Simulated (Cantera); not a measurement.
A freely propagating, adiabatic, planar premixed flame of 7.85 % CH₄, 21.0 % O₂, 71.2 % N₂, equivalence ratio 0.75, unburnt at 625 K and 10.0 bar; mixture-averaged transport, grid criteria slope 0.08 and curve 0.16, no radiation.

Model: GRI-Mech 3.0 (53 species, 325 reactions), integrated in Cantera. Burning velocities carry a grid error of a few per cent, more on coarse grids.

**Question.** Predict: laminar burning velocity; thermal thickness; peak x(OH); peak x(C₂H₂).

**Answer.** 
| Quantity | Value |
|---|---|
| laminar burning velocity | 50.2 cm/s |
| thermal thickness | 0.0665 mm |
| peak x(OH) | 0.00568 |
| peak x(C₂H₂) | 6.89e-5 |
